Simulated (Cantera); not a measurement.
Input (Python, Cantera):

```python
import numpy as np
import cantera as ct

gas = ct.Solution("h2o2.yaml")
gas.TPX = 573, 13332, {'H2': 1, 'O2': 0.61, 'N2': 2.29}
flame = ct.FreeFlame(gas, width=0.16)
flame.set_refine_criteria(ratio=3, slope=0.08, curve=0.16)
flame.transport_model = "mixture-averaged"
flame.solve(loglevel=0, auto=True)
z, T = flame.grid, flame.T
thick = (T[-1] - T[0]) / np.gradient(T, z).max()
show = ['H2', 'O2', 'H', 'H2O', 'O', 'HO2']
print(f"laminar burning velocity  {flame.velocity[0] * 100:.3f} cm/s")
print(f"burnt temperature         {T[-1]:.1f} K")
print(f"thermal thickness         {thick * 1e3:.4f} mm")
print(f"grid points               {len(z)}")
z0 = z[flame.heat_release_rate.argmax()]
print(f"{'z/mm':>9s}{'T/K':>9s}{'u/(m/s)':>9s}" + "".join(f"{s:>11s}" for s in show))
rows = []
for k in (-3, -2, -1.5, -1, -0.5, -0.25, 0, 0.25, 0.5, 1, 2, 4, 8):
    zz = z0 + k * thick
    rows.append([k * thick, np.interp(zz, z, T), np.interp(zz, z, flame.velocity),
                 *(np.interp(zz, z, flame.X[gas.species_index(s)]) for s in show)])
    print(f"{rows[-1][0] * 1e3:9.3f}{rows[-1][1]:9.1f}{rows[-1][2]:9.3f}" + "".join(f"{x:11.3e}" for x in rows[-1][3:]))
```

Result:

```
laminar burning velocity  489.963 cm/s
burnt temperature         2312.1 K
thermal thickness         6.3570 mm
grid points               135
     z/mm      T/K  u/(m/s)         H2         O2          H        H2O          O        HO2
  -19.071    573.0    4.900  2.564e-01  1.564e-01  6.309e-16  1.413e-15  2.224e-17  4.563e-14
  -12.714    573.0    4.900  2.564e-01  1.564e-01  8.269e-13  3.775e-13  2.063e-14  1.698e-11
   -9.536    573.0    4.900  2.564e-01  1.564e-01  1.336e-10  2.572e-11  2.265e-12  1.102e-09
   -6.357    573.0    4.900  2.564e-01  1.564e-01  7.957e-08  1.606e-08  9.593e-10  2.712e-07
   -3.179    580.3    4.955  2.548e-01  1.564e-01  2.221e-04  4.681e-04  6.760e-06  5.712e-05
   -1.589    705.9    5.956  2.325e-01  1.530e-01  7.024e-03  1.162e-02  2.256e-04  3.890e-05
    0.000   1091.6    8.926  1.106e-01  1.089e-01  5.283e-02  1.046e-01  7.562e-03  1.665e-05
    1.589   1360.2   10.991  3.605e-02  5.857e-02  6.909e-02  1.907e-01  1.655e-02  7.736e-06
    3.179   1481.8   11.889  3.198e-02  5.206e-02  6.035e-02  2.023e-01  1.726e-02  5.868e-06
    6.357   1619.7   12.874  3.204e-02  4.869e-02  4.797e-02  2.104e-01  1.620e-02  4.542e-06
   12.714   1771.8   13.927  3.064e-02  4.523e-02  3.523e-02  2.205e-01  1.410e-02  3.414e-06
   25.428   1925.6   14.960  2.728e-02  4.181e-02  2.363e-02  2.325e-01  1.125e-02  2.499e-06
   50.856   2068.9   15.892  2.225e-02  3.865e-02  1.427e-02  2.454e-01  8.171e-03  1.870e-06
```

Model: the H2/O2 subset of GRI-Mech 3.0, which has no nitrogen chemistry, integrated in Cantera. Burning velocities carry a grid error of a few per cent, more on coarse grids.
